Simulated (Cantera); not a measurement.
**Nitride etching: BN + HF + N₂ + Cl₂**

Input: 1 mol BN, 13 mol HF, 2.7 mol N₂, 6.9 mol Cl₂, equilibrated at 7.50 Torr.

Equilibrium computed with Cantera from the NASA thermochemical tables; the gas is ideal and each condensed phase is pure. Candidate condensed phases: B, BN, NH₄Cl; 40 gas species. The tables' values for BF₂ are old estimates; treat these amounts as uncertain. Kinetics and transport are ignored.

```
T (K)   x HF      x Cl    x Cl₂   x N₂  x HCl   x BF₃
-----  -----  --------  -------  -----  -----  ------
900    0.442  0.000361    0.239  0.142  0.133  0.0442
1050   0.442   0.00385    0.237  0.141  0.132  0.0442
1200   0.438    0.0224    0.225  0.140  0.131  0.0438
1350   0.424    0.0826    0.188  0.136  0.127  0.0424
1500   0.398     0.199    0.116  0.128  0.120  0.0398
1650   0.373     0.312   0.0454  0.119  0.112  0.0373
1800   0.362     0.364   0.0133  0.116  0.109  0.0362
1950   0.358     0.379  0.00390  0.115  0.108  0.0358
2100   0.357     0.383  0.00130  0.114  0.108  0.0356
```
x: gas mole fraction; nothing condenses.

From 900 K to 2100 K nothing is condensed. The main B-bearing gas is BF₃ throughout.
